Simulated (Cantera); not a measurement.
Standard-state values (1 bar) from the NASA 1993 polynomials, evaluated with Cantera. Values are per mole of reaction as written; species without (g) are pure solids or liquids, kept so even where they would boil at 1 bar.

2 SO₃(g) ⇌ 6 O(g) + S₂(g), with ΔH° = 2415.1 kJ and ΔS° = 681.5 J/K at 300 K.

**Question.** How far is the shortcut ΔG° ≈ ΔH°(300 K) − T·ΔS°(300 K) from the full temperature-dependent value at 798, 823, 848, 873, 898, 923, 948, 973, 998 K?

**Answer.** 
```tsv
T (K)	shortcut (kJ)	full (kJ)	difference (kJ)	difference in log10 K
798	1871.2	1858.6	12.6	-0.83
823	1854.2	1840.6	13.5	-0.86
848	1837.1	1822.6	14.5	-0.89
873	1820.1	1804.6	15.5	-0.93
898	1803.1	1786.6	16.4	-0.96
923	1786.0	1768.6	17.4	-0.99
948	1769.0	1750.6	18.4	-1.01
973	1752.0	1732.5	19.4	-1.04
998	1734.9	1714.5	20.4	-1.07
```
The shortcut ignores the heat-capacity change of the reaction.
